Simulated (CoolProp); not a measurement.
Vapour-liquid equilibrium of R245fa (1) + isopentane (2) at 79.35 °C; x and y are mole fractions of (1).

Values from CoolProp's multi-fluid Helmholtz-energy mixture model, Akasaka 2015 and Lemmon 2006; pair parameters Bell 2016.

| x | bubble pressure (MPa) | y at the bubble point | dew pressure at overall composition x (MPa) | liquid density (mol/L) |
|---|---|---|---|---|
| 0.05 | 0.5324 | 0.175 | 0.4714 | 7.691 |
| 0.15 | 0.6646 | 0.376 | 0.5194 | 7.699 |
| 0.25 | 0.7587 | 0.489 | 0.5764 | 7.713 |
| 0.35 | 0.8223 | 0.560 | 0.6446 | 7.739 |
| 0.45 | 0.8633 | 0.610 | 0.7250 | 7.785 |
| 0.55 | 0.8883 | 0.651 | 0.8137 | 7.859 |
| 0.65 | 0.9015 | 0.689 | 0.8879 | 7.971 |
| 0.75 | ___ | 0.731 | ___ | 8.129 |
| 0.85 | 0.8872 | 0.792 | ___ | 8.338 |
| 0.95 | 0.8324 | 0.902 | 0.8051 | 8.599 |

Task: Fill in the missing entries.

Result: 
- 0.75, bubble pressure (MPa): 0.9032
- 0.75, dew pressure at overall composition x (MPa): 0.9002
- 0.85, dew pressure at overall composition x (MPa): 0.8607

y crosses x between x = 0.65 and 0.75: the model has an azeotrope there.

The pair parameters rest on a limited set of measurements; away from them the model extrapolates.
